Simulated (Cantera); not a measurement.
Input (Python, Cantera) and output of one run.

```python
import numpy as np
import cantera as ct

gas_names = """
    C CN CO CO2 C2 CCN CNC C2N2 C2O C3 C3O2 C4 C4N2 C5 N NCO NO NO2 NO3 N2 N2O O O2 O3 Pb PbO Pb2
""".split()
cond_names = """
    C(gr) Pb(cr) Pb(L) PbO(rd) PbO(yw) PbO(L) PbO2(s) Pb3O4(s)
""".split()


def load(file, names, dense=False):
    # The tables refer to 1 bar. Condensed volumes are neglected.
    table = {s.name: s for s in ct.Species.list_from_file(file)}
    out = []
    for n in names:
        d = dict(table[n].input_data)
        d["thermo"] = dict(d["thermo"], **{"reference-pressure": 1e5})
        if dense:
            d["equation-of-state"] = {"model": "constant-volume", "density": "1e6 g/cm^3"}
        out.append(ct.Species.from_dict(d))
    return out


gas = ct.Solution(thermo="ideal-gas", species=load("nasa_gas.yaml", gas_names))
cond = {s.name: ct.Solution(thermo="fixed-stoichiometry", species=[s], name=s.name)
        for s in load("nasa_condensed.yaml", cond_names, dense=True)}
atoms = {
    'PbO': {'Pb': 1, 'O': 1},
    'CO': {'C': 1, 'O': 1},
    'N2': {'N': 2},
}
top_T = {'C(gr)': 4500, 'Pb3O4(s)': 820}  # K; cautious upper limits of use, not melting points


def equilibrate(T, P, feed):
    n = {}
    for name, mol in feed.items():
        for a, k in atoms[name].items():
            n[a] = n.get(a, 0.0) + k * mol
    gas.TPX = T, P, n
    mass = sum(n.values()) * gas.mean_molecular_weight
    gas.equilibrate("TP")
    valid = [c for c in cond.values() if c.min_temp <= T <= top_T.get(c.name, c.max_temp)]
    mix = ct.Mixture([(gas, mass / gas.mean_molecular_weight)] + [(c, 0.0) for c in valid])
    mix.T, mix.P = T, P
    mix.equilibrate("TP", solver="vcs", rtol=1e-11, max_steps=5000)
    return mix


results = []
feed = {'PbO': 1, 'CO': 13, 'N2': 1.9}  # mol
T = 2300  # K
P = 25  # Pa
mix = equilibrate(T, P, feed)
results.append((T, P, feed, dict(zip(mix.species_names, mix.species_moles))))
print(gas.report(threshold=0.0001))
for i in range(1, mix.n_phases):
    print(f"{mix.phase(i).name:16s} {mix.phase_moles(i):12.5e} mol")
```

Output:

```
       temperature   2300 K
          pressure   25 Pa
           density   5.1851e-05 kg/m^3
  mean mol. weight   39.663 kg/kmol
   phase of matter   gas

                          1 kg             1 kmol
                     ---------------   ---------------
          enthalpy       -4.6272e+05       -1.8353e+07  J
   internal energy       -9.4487e+05       -3.7476e+07  J
           entropy            8518.2        3.3785e+05  J/K
    Gibbs function       -2.0055e+07       -7.9542e+08  J
 heat capacity c_p            932.51             36986  J/K
 heat capacity c_v            722.88             28671  J/K

                      mass frac. Y      mole frac. X     chem. pot. / RT
                     ---------------   ---------------   ---------------
                CO           0.53732           0.76085           -42.536
               CO2           0.04893          0.044097           -64.473
                NO        0.00042609        0.00056322           -40.867
                N2          0.082895           0.11736           -37.858
                 O         0.0054006          0.013388           -21.938
                O2         0.0014656         0.0018167           -43.876
                Pb           0.32223          0.061682           -24.924
               PbO         0.0013334        0.00023695           -46.861
     [  +19 minor]        3.2902e-07        8.5036e-07

C(gr)             0.00000e+00 mol
Pb(L)             0.00000e+00 mol
PbO(L)            0.00000e+00 mol
```

Cantera equilibrium calculation (NASA polynomials, part measured and part estimated; ideal gas, pure solids and liquids).
